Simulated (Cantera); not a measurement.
An isothermal, constant-pressure homogeneous reactor starts with NO : N₂ = 1 : 0.29 (molar parts), at 2198 K and 1.00 atm. Integrator tolerance rtol = 1e-08.

Detailed kinetics in Cantera: GRI-Mech 3.0 (53 species, 325 reactions).

Task: What does this change do: pressure from 1.00 atm to 0.168 atm?

Result: 
```tsv
quantity	before	after
x(NO) at 2.00 s	0.0149 (gas-phase equilibrium 0.0148)	0.0177 (gas-phase equilibrium 0.0148)
x(O) at 2.00 s	0.00164 (gas-phase equilibrium 0.00164)	0.00399 (gas-phase equilibrium 0.00400)
x(NO₂) at 2.00 s	2.56e-5 (gas-phase equilibrium 2.56e-5)	1.25e-5 (gas-phase equilibrium 1.04e-5)
x(N₂) at 2.00 s	0.604 (gas-phase equilibrium 0.604)	0.602 (gas-phase equilibrium 0.604)
x(O₂) at 2.00 s	0.379 (gas-phase equilibrium 0.379)	0.376 (gas-phase equilibrium 0.377)
x(N₂O) at 2.00 s	7.28e-7 (gas-phase equilibrium 7.28e-7)	3.26e-7 (gas-phase equilibrium 2.97e-7)
```
